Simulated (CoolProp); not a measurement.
Values from CoolProp's reference Helmholtz-energy equation of state, Smukala 2000.

### Question
For ethylene, give the phase and the density (kg/m³), cp (kJ/(kg K)), Joule-Thomson coefficient (K/MPa), isothermal compressibility (1/MPa) at -82.05 °C and 31.5 bar; -82.05 °C and 94.5 bar.

### Answer
- -82.05 °C and 31.5 bar: liquid; density 539, cp 2.45, Joule-Thomson coefficient -0.352, isothermal compressibility 0.00249
- -82.05 °C and 94.5 bar: liquid; density 547, cp 2.40, Joule-Thomson coefficient -0.390, isothermal compressibility 0.00216
